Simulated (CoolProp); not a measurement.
20 sccm (0 °C, 1 atm) of nitrogen bubbles through liquid octamethyltrisiloxane (MDM) at 314 K and leaves saturated at a total pressure of 0.0185 MPa (ideal gas phase). Each further row changes one setting.

Computed with CoolProp (reference Helmholtz-energy equation of state, Thol 2017).

| case | vapour pressure (kPa) | mole fraction of vapour | delivery (mg/min) | delivery (sccm) | change of delivery for a bath 1 K warmer (%) |
|---|---|---|---|---|---|
| as stated | 1.32 | ? | 16.2 | ? | ? |
| bath temperature 319 K | 1.75 | 0.0944 | ? | ? | ? |
| total pressure 0.037 MPa | 1.32 | 0.0356 | 7.80 | 0.739 | ? |

Q: Complete the blanks.

A: 
- as stated, mole fraction of vapour: 0.0713
- as stated, delivery (sccm): 1.54
- as stated, change of delivery for a bath 1 K warmer (%): 6.4
- bath temperature 319 K, delivery (mg/min): 22.0
- bath temperature 319 K, delivery (sccm): 2.09
- bath temperature 319 K, change of delivery for a bath 1 K warmer (%): 6.3
- total pressure 0.037 MPa, change of delivery for a bath 1 K warmer (%): 6.1
